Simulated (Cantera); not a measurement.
A closed system holds: 1 mol B2O3, 4.9 mol NH3, 38 mol H2, held at 1250 K and 43.0 Pa.

Method: chemical equilibrium by Gibbs-energy minimisation in Cantera with the NASA 1993 tables (ideal gas, pure condensed phases). Candidate condensed phases: B, BN, B2O3, B3O3H3, H2O; 39 gas species. Mutual solubility and eutectic melting of coexisting phases are not modelled. The numbers say what is thermodynamically allowed, not how fast it happens.

Base state: H2 0.947, N2 0.0510, HBO2 0.00121, HBO 0.000417, H2O 0.000231, B2O3 0.000103, H 2.27e-5 (mole fractions); condensed: BN(s) + B2O3(l).

**Question.** What changes in the equilibrium state with this change: NH3 from 4.9 to 2 mol?

**Answer.** 
```csv
species,before,after
H2,0.947,0.974
N2,0.0510,0.0236
HBO2,0.00121,0.00108
H2O,0.000231,0.000184
HBO,0.000417,0.000481
"BN(s), mol",0.0198,0.0134
"B2O3(l), mol",0.946,0.956
```

**Question.** What changes in the equilibrium state with this change: temperature from 1250 K to 1448 K?

**Answer.** 
| species | before | after |
|---|---|---|
| H2 | 0.947 | 0.918 |
| N2 | 0.0510 | 0.0502 |
| HBO2 | 0.00121 | 0.0108 |
| HBO | 0.000417 | 0.00970 |
| BO | 3.96e-7 | 0.000127 |
| B2O2 | 3.11e-6 | 0.000884 |
| B2O3 | 0.000103 | 0.00929 |
| H | 2.27e-5 | 0.000426 |
| H2O | 0.000231 | 0.000399 |
| BN(s), mol | 0.0198 | 0 |
| B2O3(l), mol | 0.946 | 0 |
